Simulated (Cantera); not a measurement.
Input: 1 mol Ti, 0.1 mol C₃H₈, 9.9 mol H₂, equilibrated at 1677 °C and 14.3 Torr.

Cantera equilibrium calculation (NASA polynomials, part measured and part estimated; ideal gas, pure solids and liquids). Candidate condensed phases: C, C₆H₆, C₇H₈, C₈H₁₈, Ti, TiC; 77 gas species. Mutual solubility and eutectic melting of coexisting phases are not modelled. TiC: taken at fixed stoichiometry. Condensed phases not in the tables: N, O or C dissolved in the metal. Kinetics and transport are ignored.

Base state: H₂ 0.991, H 0.00828, Ti 0.000266 (mole fractions); condensed: Ti(l) + TiC(s).

Q: What changes in the equilibrium state with this change: temperature from 1677 °C to 1352 °C?

A: 
| species | before | after |
|---|---|---|
| H₂ | 0.991 | 0.999 |
| H | 0.00828 | 0.000512 |
| Ti | 0.000266 | 9.61e-7 |
| Ti(l), mol | 0.697 | 0 |
| TiC(s), mol | 0.300 | 0.300 |
| Ti(β), mol | 0 | 0.700 |

Q: What changes in the equilibrium state with this change: pressure from 14.3 Torr to 585 Torr?

A: 
| species | before | after |
|---|---|---|
| H₂ | 0.991 | 0.999 |
| H | 0.00828 | 0.00130 |
| Ti | 0.000266 | 6.48e-6 |
| Ti(l), mol | 0.697 | 0.700 |
| TiC(s), mol | 0.300 | 0.300 |
